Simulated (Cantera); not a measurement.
## Thermodynamics of carbothermic reduction, feed MgO + C + CO

Input: 1 mol MgO, 5.5 mol C, 1.7 mol CO, equilibrated at 25.5 Torr.

These are equilibrium values from Cantera (NASA tables, ideal gas, pure condensed phases), not measurements of a reactor. Candidate condensed phases: C, Mg, MgCO3, MgO; 15 gas species. Rates play no part.

From 1000 K to 1600 K the condensed part is C(graphite) + MgO(s). From 1750 K to 2350 K the condensed part is C(graphite).

```csv
T (K),x CO,x Mg,x CO2,x C3,x C,n C(graphite),n MgO(s)
1000,0.981,<1e-12,0.0186,<1e-12,<1e-12,5.53,1.00
1150,0.999,1.26e-10,0.00134,<1e-12,<1e-12,5.50,1.00
1300,1.000,2.37e-7,0.000176,<1e-12,<1e-12,5.50,1.00
1450,1.000,9.12e-5,3.57e-5,<1e-12,<1e-12,5.50,1.000
1600,0.989,0.0113,9.67e-6,<1e-12,<1e-12,5.48,0.980
1750,0.730,0.270,1.84e-6,<1e-12,1.89e-12,4.50,0
1900,0.730,0.270,7.67e-7,6.08e-11,9.26e-11,4.50,0
2050,0.730,0.270,3.67e-7,2.71e-9,2.56e-9,4.50,0
2200,0.730,0.270,1.95e-7,7.11e-8,4.49e-8,4.50,0
2350,0.730,0.270,1.14e-7,1.21e-6,5.45e-7,4.50,0
```
x: gas mole fraction; n: condensed amount in mol.
